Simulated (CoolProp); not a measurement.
The numbers come from the reference Helmholtz-energy equation of state, Fiedler 2023 in CoolProp.

Task: Give the vapour pressure (bar), vapour density (kg/m³), enthalpy of vaporisation (kJ/kg) of saturated tetrahydrofuran at 402.1, 418.7, 424.3 K.

Result: 
| T (K) | p (bar) | vapour density (kg/m³) | enthalpy of vaporisation (kJ/kg) |
|---|---|---|---|
| 402.1 | 5.44 | 13.0 | 364 |
| 418.7 | 7.72 | 18.3 | 348 |
| 424.3 | 8.62 | 20.4 | 342 |
